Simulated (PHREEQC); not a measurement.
## Polishing slurry liquid: an equilibrium model

Make-up at 25 °C: 0.23 mol KOH, 2.4e-06 mol H4SiO4 and 6.6e-05 mol CuSO4 per kg of water. Closed to the air; pH follows from the charge balance.

Computed with PHREEQC (ion-association model, wateq4f.dat).

Precipitation was switched off in this run.

Task: Estimate the pH.

Result: pH 13.21.

Task: In which forms is Si present?

Result: H2SiO4-2 72 %, H3SiO4- 28 % of the Si.

The solution is supersaturated, for example in Tenorite (slow to form), so a real one may precipitate; this is no full list.
